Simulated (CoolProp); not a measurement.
The numbers come from the reference Helmholtz-energy equation of state, Bücker 2006 in CoolProp.

Q: For ethane, give the phase and the Prandtl number at -80.75 °C and 38.6 kPa.

A: 
- -80.75 °C and 38.6 kPa: gas; Prandtl number 0.865

Viscosity comes from a separate model (Friend 1991). Thermal conductivity comes from a separate model (Friend 1991).
